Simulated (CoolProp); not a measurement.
Vapour-liquid equilibrium of methanol (1) + ethylbenzene (2) at 179.55 °C; x and y are mole fractions of (1).

Values from CoolProp's multi-fluid Helmholtz-energy mixture model, de Reuck 1993 and Zhou 2012; pair parameters Bell 2016.

```
x     bubble pressure (kPa)  y at the bubble point  dew pressure at overall composition x (kPa)  liquid density (mol/L)
----  ---------------------  ---------------------  -------------------------------------------  ----------------------
0.05                  565.3                  0.478                                        302.0                   6.941
0.15                  992.4                  0.698                                        340.7                   7.390
0.25                   1294                  0.768                                        388.8                   7.906
0.35                   1518                  0.805                                        451.1                   8.508
0.45                   1699                  0.831                                        535.9                   9.225
0.55                   1862                  0.854                                        658.9                   10.10
0.65                   2024                  0.877                                        853.6                   11.19
0.75                   2196                  0.904                                         1202                   12.59
0.85                   2383                  0.937                                         1836                   14.44
0.95                   2585                  0.977                                         2452                   16.96
```

No azeotrope shows between x = 0.05 and 0.95.

Pair parameters are fitted to limited data, so mixtures are less certain than the pure fluids. With so large a gap from Raoult's law the liquid may split in two, which this calculation doesn't test in full.
